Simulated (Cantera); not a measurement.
Cantera run:

```python
import numpy as np
import cantera as ct

gas_names = """
    F2
""".split()
cond_names = """
    CuF2(s) CuF2(L) Cu(cr) Cu(L)
""".split()


# ... load() reads the species with a 1 bar reference pressure and builds the phases ...
species = {s.name: s for s in load("nasa_gas.yaml", gas_names) + load("nasa_condensed.yaml", cond_names)}
# Each term lists the table entries of one substance; the one whose range holds T is used.
reactions = {
    'CuF2 = F2(g) + Cu':
        [(-1, ['CuF2(s)', 'CuF2(L)']), (1, ['F2']), (1, ['Cu(cr)', 'Cu(L)'])],
}


def pick(names, T):
    return next(species[n] for n in names if species[n].thermo.min_temp <= T <= species[n].thermo.max_temp)


results = []
for label, terms in reactions.items():
    print(label)
    print("     T/K   dH/kJ  dS/(J/K)   dG/kJ   log10 K")
    for T in [300, 400, 500, 600, 700, 800, 900, 1000, 1100, 1200, 1300]:
        used = [(nu, pick(names, T)) for nu, names in terms]
        dH = sum(nu * s.thermo.h(T) for nu, s in used) / 1e6
        dS = sum(nu * s.thermo.s(T) for nu, s in used) / 1e3
        dG = dH - T * dS / 1e3
        logK = -dG * 1e6 / (ct.gas_constant * T * np.log(10))
        results.append((label, T, dH, dS, dG, logK, [s.name for _, s in used]))
        print(f"{T:8g} {dH:8.1f} {dS:8.1f} {dG:8.1f} {logK:8.2f}")
```

Result:

```
CuF2 = F2(g) + Cu
     T/K   dH/kJ  dS/(J/K)   dG/kJ   log10 K
     300    538.9    158.4    491.4   -85.55
     400    537.7    155.0    475.7   -62.12
     500    536.1    151.5    460.4   -48.09
     600    534.2    148.0    445.4   -38.77
     700    532.1    144.8    430.8   -32.14
     800    529.8    141.7    416.4   -27.19
     900    527.5    139.0    402.4   -23.35
    1000    525.0    136.4    388.6   -20.30
    1100    522.5    134.0    375.1   -17.81
    1200    464.1     81.5    366.4   -15.95
    1300    461.0     78.9    358.4   -14.40
```

Cantera with NASA thermochemical tables; ideal gases at 1 bar, condensed phases pure. Condensed species are held in their standard states even where they would react or evaporate.
